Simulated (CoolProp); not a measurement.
Properties of nitrogen at several states (Tc = 126.2 K, pc = 3.396 MPa, ω = 0.037).

Computed with CoolProp (reference Helmholtz-energy equation of state, Span 2000).

```json
[
 {"T (K)": "845.1", "p (MPa)": "0.759", "phase": "gas", "density (kg/m³)": "3.017", "cp (kJ/(kg K))": "1.134", "isothermal compressibility (1/MPa)": "1.314", "fugacity coefficient": "1.003"},
 {"T (K)": "751.6", "p (MPa)": "1.51", "phase": "gas", "density (kg/m³)": "6.728", "cp (kJ/(kg K))": "1.113", "isothermal compressibility (1/MPa)": "0.6582", "fugacity coefficient": "1.006"},
 {"T (K)": "487.7", "p (MPa)": "0.352", "phase": "gas", "density (kg/m³)": "2.428", "cp (kJ/(kg K))": "1.056", "isothermal compressibility (1/MPa)": "2.837", "fugacity coefficient": "1.001"},
 {"T (K)": "838", "p (MPa)": "0.03", "phase": "gas", "density (kg/m³)": "0.1206", "cp (kJ/(kg K))": "1.131", "isothermal compressibility (1/MPa)": "33.33", "fugacity coefficient": "1.000"},
 {"T (K)": "607.7", "p (MPa)": "2.01", "phase": "gas", "density (kg/m³)": "11.05", "cp (kJ/(kg K))": "1.083", "isothermal compressibility (1/MPa)": "0.4932", "fugacity coefficient": "1.009"}
]
```
